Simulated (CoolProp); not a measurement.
The numbers come from the reference Helmholtz-energy equation of state, Eisenbach 2021 in CoolProp.

**Question.** Give the vapour pressure (MPa), liquid density (kg/m³), vapour density (kg/m³), enthalpy of vaporisation (kJ/kg) of saturated propylene glycol at 386.7, 451.7, 527.5 K.

**Answer.** 
| T (K) | p (MPa) | liquid density (kg/m³) | vapour density (kg/m³) | enthalpy of vaporisation (kJ/kg) |
|---|---|---|---|---|
| 386.7 | 0.00583 | 961 | 0.138 | 775 |
| 451.7 | 0.0750 | 902 | 1.54 | 710 |
| 527.5 | 0.575 | 818 | 10.8 | 621 |
